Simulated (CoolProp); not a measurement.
Diethyl ether along the isotherm 274.85 °C: fugacity coefficient from the reference equation and from simpler models built on Tc = 194.7 °C, pc = 3.717 MPa, ω = 0.282; each cubic takes its own stable root.

Computed with CoolProp (reference Helmholtz-energy equation of state, Thol 2014).

```csv
p (MPa),phase,reference
0.429,gas,0.9780
0.858,gas,0.9562
1.29,gas,0.9343
1.72,gas,0.9126
2.14,gas,0.8916
2.57,gas,0.8703
3,gas,0.8491
3.43,gas,0.8282
3.86,supercritical,0.8074
4.29,supercritical,0.7869
4.72,supercritical,0.7667
5.15,supercritical,0.7469
5.58,supercritical,0.7274
```

How far does each simpler model (Redlich-Kwong, Peng-Robinson) lie from the reference over these 13 states: mean and median of the absolute difference, and the worst?


- Redlich-Kwong: mean 1.6 %, median 1.6 %, worst -2.7 % at 274.85 °C and 5.58 MPa
- Peng-Robinson: mean 1.8 %, median 2.0 %, worst -2.5 % at 274.85 °C and 5.15 MPa
